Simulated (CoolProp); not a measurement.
Cyclopropane along the isobar 27600 kPa: Z from the reference equation and from simpler models built on Tc = 398.7 K, pc = 5605 kPa, ω = 0.131; each cubic takes its own stable root.

Computed with CoolProp (reference Helmholtz-energy equation of state, Polt 1992). This equation is an older, rougher fit; its heat capacities, sound speeds and derivatives of the liquid may be far off and weren't checked against measurements.

```csv
T (K),phase,reference,Redlich-Kwong,Soave-Redlich-Kwong,Peng-Robinson
315.7,liquid,0.6875,0.7389,0.7322,0.6524
333.2,liquid,0.6734,0.7236,0.7173,0.6397
350.7,liquid,0.6628,0.7121,0.7067,0.6310
368.2,liquid,0.6556,0.7042,0.7003,0.6262
385.6,liquid,0.6517,0.6997,0.6978,0.6254
403.1,supercritical,0.6512,0.6984,0.6992,0.6283
420.6,supercritical,0.6540,0.7002,0.7045,0.6352
438.1,supercritical,0.6603,0.7048,0.7136,0.6460
455.5,supercritical,0.6700,0.7123,0.7263,0.6603
473,supercritical,0.6832,0.7223,0.7424,0.6780
```
